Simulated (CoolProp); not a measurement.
Vapour-liquid equilibrium of propane (1) + R236EA (2) at 262 K; x and y are mole fractions of (1).

The numbers come from the multi-fluid Helmholtz-energy mixture model, Lemmon 2009 and Rui 2013; pair parameters Bell 2016 in CoolProp.

```tsv
x	bubble pressure, mixture model (kPa)	bubble pressure, Raoult's law (kPa)	y, mixture model	y, Raoult's law
0.05	113.3	61.51	0.591	0.270
0.125	187.3	82.89	0.762	0.501
0.2	236.1	104.3	0.818	0.637
0.275	265.9	125.7	0.843	0.727
0.35	283.1	147.0	0.856	0.791
0.425	292.7	168.4	0.864	0.839
0.5	298.2	189.8	0.869	0.876
0.575	302.1	211.2	0.873	0.905
0.65	306.2	232.6	0.878	0.929
0.725	311.1	253.9	0.886	0.949
0.8	317.3	275.3	0.899	0.966
0.875	324.1	296.7	0.922	0.980
0.95	330.1	318.1	0.960	0.993
```

The largest gap from Raoult's law is +126.4 % in bubble pressure, at x = 0.2. No azeotrope shows between x = 0.05 and 0.95.

The pair parameters rest on a limited set of measurements; away from them the model extrapolates. With so large a gap from Raoult's law the liquid may split in two, which this calculation doesn't test in full.
